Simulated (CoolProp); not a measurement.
Vapour-liquid equilibrium of n-hexane (1) + p-xylene (2) at 0.124 bar; x and y are mole fractions of (1).

Model: multi-fluid Helmholtz-energy mixture model, Thol 2019 and Zhou 2012; pair parameters Bell 2016, in CoolProp.

Question: Give the bubble temperature and the first vapour's composition at x = 0.2, 0.65, 0.8. Is there an azeotrope?

Answer: x = 0.2: 315.2 K, y = 0.805; x = 0.65: 295.1 K, y = 0.967; x = 0.8: 291.5 K, y = 0.983. No azeotrope shows between x = 0.05 and 0.95.

Pair parameters are fitted to limited data, so mixtures are less certain than the pure fluids.
